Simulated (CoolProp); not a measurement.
The numbers come from the reference Helmholtz-energy equation of state, Thol 2019 in CoolProp.

### Question
For n-pentane, give the phase and the cp (kJ/(kg K)), speed of sound (m/s), Joule-Thomson coefficient (K/MPa) at 524.8 K and 6.48 MPa; 524.8 K and 9.07 MPa; 524.8 K and 16.8 MPa.

### Answer
- 524.8 K and 6.48 MPa: supercritical; cp 4.36, speed of sound 170, Joule-Thomson coefficient 5.74
- 524.8 K and 9.07 MPa: supercritical; cp 3.72, speed of sound 260, Joule-Thomson coefficient 1.98
- 524.8 K and 16.8 MPa: supercritical; cp 3.27, speed of sound 443, Joule-Thomson coefficient 0.360
